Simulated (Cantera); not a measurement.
Feed: 1 mol Si, 2.6 mol HCl, 17 mol H2, equilibrated at 1250 °C and 19500 Torr.

These are equilibrium values from Cantera (NASA tables, ideal gas, pure condensed phases), not measurements of a reactor. Candidate condensed phases: Si; 19 gas species. The tables' values for SiCl3 are old estimates; treat these amounts as uncertain. Gases not in the tables: Si2H6 and higher silanes. Rates play no part.

Base state: H2 0.923, HCl 0.0441, SiHCl3 0.0123, SiCl2 0.00690, SiCl4 0.00523, SiH2Cl2 0.00464, SiCl3 0.00348, SiH3Cl 0.000517 (mole fractions); condensed: Si(s).

Task: What changes in the equilibrium state with this change: 1.2 mol N2 added?

Result: 
| species | before | after |
|---|---|---|
| H2 | 0.923 | 0.847 |
| HCl | 0.0441 | 0.123 |
| N2 | 0 | 0.0276 |
| SiHCl3 | 0.0123 | 0.000638 |
| SiCl4 | 0.00523 | 0.000824 |
| NH3 | 0 | 0.000195 |
| SiH4 | 2.34e-5 | 4.34e-8 |
| SiH3Cl | 0.000517 | 2.91e-6 |
| SiH2Cl2 | 0.00464 | 7.94e-5 |
| SiCl2 | 0.00690 | 0.000128 |
| Si(s), mol | 0.367 | 0 |
| Si3N4(s), mol | 0 | 0.321 |
Further candidate phases: NH4Cl, Si3N4.

Task: What changes in the equilibrium state with this change: Si replaced by SiCl4?

Result: 
```csv
species,before,after
H2,0.923,0.799
HCl,0.0441,0.153
SiCl4,0.00523,0.0252
SiHCl3,0.0123,0.0148
SiH4,2.34e-5,4.42e-7
SiH3Cl,0.000517,3.90e-5
SiH2Cl2,0.00464,0.00140
SiCl2,0.00690,0.00240
"Si(s), mol",0.367,0
```
